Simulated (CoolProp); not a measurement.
n-butane at 293.15 K and 0.634 MPa flows at 0.43 m/s in a round tube of 10 mm bore and 1.5 µm roughness, fully developed (64/Re and Nu = 3.66 if laminar; Colebrook and Gnielinski if turbulent). Each further row changes one setting.

Model: reference Helmholtz-energy equation of state, Bücker 2006, in CoolProp.

| case | Reynolds number | Darcy friction factor | pressure drop (Pa/m) | heat-transfer coefficient (W/(m² K)) | mass flow (kg/h) |
|---|---|---|---|---|---|
| as stated | 14900 | ? | ? | ? | 70.4 |
| velocity 0.86 m/s | 29800 | 0.0239 | ? | 1750 | 141 |
| diameter 20 mm | 29800 | 0.0237 | ? | 868 | ? |

Q: Fill in the missing entries.

A: 
- as stated, Darcy friction factor: 0.0281
- as stated, pressure drop (Pa/m): 151
- as stated, heat-transfer coefficient (W/(m² K)): 952
- velocity 0.86 m/s, pressure drop (Pa/m): 512
- diameter 20 mm, pressure drop (Pa/m): 63.5
- diameter 20 mm, mass flow (kg/h): 282

Viscosity comes from a separate model (Vogel 1999). Thermal conductivity comes from a separate model (Perkins 2002).
